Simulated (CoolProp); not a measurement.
Vapour-liquid equilibrium of propylene (1) + R115 (2) at 326 K; x and y are mole fractions of (1).

Values from CoolProp's multi-fluid Helmholtz-energy mixture model, Lemmon 2013 and Lemmon 2016; pair parameters Bell 2016.

| x | bubble pressure (MPa) | y at the bubble point | dew pressure at overall composition x (MPa) | liquid density (mol/L) |
|---|---|---|---|---|
| 0.05 | 1.842 | 0.072 | 1.817 | 7.338 |
| 0.125 | 1.952 | 0.171 | 1.900 | 7.445 |
| 0.2 | 2.052 | 0.258 | 1.986 | 7.562 |
| 0.275 | 2.141 | 0.337 | 2.072 | 7.693 |
| 0.35 | 2.216 | 0.409 | 2.155 | 7.844 |
| 0.425 | 2.278 | 0.475 | 2.232 | 8.020 |
| 0.5 | 2.325 | 0.538 | 2.298 | 8.227 |
| 0.575 | 2.357 | 0.598 | 2.347 | 8.473 |
| 0.65 | 2.374 | 0.658 | 2.373 | 8.760 |
| 0.725 | 2.374 | 0.718 | 2.373 | 9.093 |
| 0.8 | 2.355 | 0.782 | 2.347 | 9.474 |
| 0.875 | 2.315 | 0.852 | 2.298 | 9.903 |
| 0.95 | 2.247 | 0.935 | 2.232 | 10.38 |

y crosses x between x = 0.65 and 0.725: the model has an azeotrope there.

The pair parameters rest on a limited set of measurements; away from them the model extrapolates.
